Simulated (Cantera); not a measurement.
What does this Cantera script print?

```python
import numpy as np
import cantera as ct

gas_names = [...]  # 151 gases of nasa_gas.yaml made of C, H, N, O, Si
cond_names = """
    C(gr) C6H6(L) C7H8(L) C8H18(L),n-octa H2O(s) H2O(L) Si(cr) Si(L) SiC(b) SiO2(Lqz) SiO2(hqz) SiO2(L)
    Si2N2O(s) Si3N4(a)
""".split()


# ... load() reads the species with a 1 bar reference pressure and builds the phases ...
atoms = {
    'SiC': {'Si': 1, 'C': 1},
    'N2O': {'N': 2, 'O': 1},
    'H2': {'H': 2},
}
top_T = {'C(gr)': 4500, 'SiC(b)': 3050, 'Si2N2O(s)': 2100, 'Si3N4(a)': 2400}  # K; cautious upper limits of use, not melting points


# ... equilibrate(T, P, feed) seeds the gas with the atoms and calls Mixture.equilibrate('TP', solver="vcs", rtol=1e-11, max_steps=5000) ...
results = []
feed = {'SiC': 1, 'N2O': 0.14, 'H2': 32}  # mol
T = 998  # K
P = 1000  # Pa
mix = equilibrate(T, P, feed)
results.append((T, P, feed, dict(zip(mix.species_names, mix.species_moles))))
x = sorted(zip(gas.X, gas.species_names), reverse=True)
print(f"T = {T:g} K  P = {P:g} Pa  gas = {mix.phase_moles(0):.4g} mol")
print("   x: " + "  ".join(f"{s} {v:.3e}" for v, s in x if v > 1e-05))
print("   condensed (mol): " + ("  ".join(f"{mix.phase(i).name} {mix.phase_moles(i):.4g}"
      for i in range(1, mix.n_phases) if mix.phase_moles(i) > 1e-12) or "none"))
```

Result:

```
T = 998 K  P = 1000 Pa  gas = 31.97 mol
   x: H2 9.990e-01  CH4 9.737e-04
   condensed (mol): C(gr) 0.2489  SiC(b) 0.72  Si2N2O(s) 0.14
```

These are equilibrium values from Cantera (NASA tables, ideal gas, pure condensed phases), not measurements of a reactor.
